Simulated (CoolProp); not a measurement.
Properties of R1233zd(E) along the isobar 0.959 MPa (Tc = 438.9 K, pc = 3.583 MPa, ω = 0.304).

Computed with CoolProp (reference Helmholtz-energy equation of state, Akasaka 2022).

| T (K) | phase | isothermal compressibility (1/MPa) | expansivity (1/kK) | fugacity coefficient |
|---|---|---|---|---|
| 292.1 | liquid | 0.002169 | 1.843 | 0.1084 |
| 305.2 | liquid | 0.002581 | 1.969 | 0.1694 |
| 318.4 | liquid | 0.003122 | 2.126 | 0.2530 |
| 331.5 | liquid | 0.003842 | 2.324 | 0.3612 |
| 344.7 | liquid | 0.004855 | 2.585 | 0.4981 |
| 357.9 | liquid | 0.006353 | 2.943 | 0.6641 |
| 371 | gas | 1.376 | 5.756 | 0.8333 |
| 384.2 | gas | 1.304 | 4.918 | 0.8523 |
| 397.4 | gas | 1.255 | 4.338 | 0.8684 |
| 410.5 | gas | 1.220 | 3.910 | 0.8822 |
| 423.7 | gas | 1.193 | 3.576 | 0.8943 |
| 436.8 | gas | 1.172 | 3.310 | 0.9048 |
| 450 | gas | 1.155 | 3.088 | 0.9141 |
